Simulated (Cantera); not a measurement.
Cantera run, input and output.

```python
import numpy as np
import cantera as ct

gas = ct.Solution("h2o2.yaml")
gas.TPX = 975, 46000, {'H2': 0.84, 'O2': 1, 'N2': 4.6}
inlet = ct.Reservoir(gas, clone=True)

reactor = ct.IdealGasConstPressureReactor(gas, energy="off", clone=False)
exhaust = ct.Reservoir(gas, clone=True)
tau = [27, 4.9, 0.88, 0.16, 0.028, 0.0051, 0.00091, 0.00016][0]
for a, b in ((inlet, reactor), (reactor, exhaust)):
    ct.MassFlowController(a, b, mdot=lambda t: reactor.mass / tau)
net = ct.ReactorNet([reactor])
show = ['H2', 'O2', 'O', 'H', 'OH']

rows = []
print(f"{'tau/s':>10s}{'T/K':>9s}" + "".join(f"{s:>11s}" for s in show))
for tau in [27, 4.9, 0.88, 0.16, 0.028, 0.0051, 0.00091, 0.00016]:
    net.initial_time = 0.0
    net.advance(30 * tau)
    before = gas.X
    net.advance(40 * tau)
    drift = np.max(np.abs(gas.X - before) / (gas.X + 1e-9))
    rows.append([gas.T, *gas[show].X, drift])
    print(f"{tau:10.3e}{gas.T:9.1f}" + "".join(f"{x:11.3e}" for x in gas[show].X))
```

It prints:

```
     tau/s      T/K         H2         O2          O          H         OH
 2.700e+01    975.0  8.953e-04  9.674e-02  4.333e-07  7.949e-08  8.196e-07
 4.900e+00    975.0  2.764e-03  9.756e-02  1.215e-06  4.031e-07  1.406e-06
 8.800e-01    975.0  6.697e-03  9.931e-02  3.409e-06  1.996e-06  3.111e-06
 1.600e-01    975.0  9.470e-03  1.006e-01  1.359e-05  1.031e-05  1.191e-05
 2.800e-02    975.0  1.309e-02  1.022e-01  5.597e-05  5.684e-05  4.810e-05
 5.100e-03    975.0  2.173e-02  1.060e-01  1.798e-04  2.884e-04  1.480e-04
 9.100e-04    975.0  3.981e-02  1.141e-01  4.910e-04  1.338e-03  3.751e-04
 1.600e-04    975.0  7.375e-02  1.297e-01  1.055e-03  4.543e-03  6.902e-04
```

Cantera simulation using the H2/O2 subset of GRI-Mech 3.0, which has no nitrogen chemistry; the numbers are that mechanism's predictions, not measurements. The temperature is held fixed by assumption; the heat of reaction is taken as removed at once.
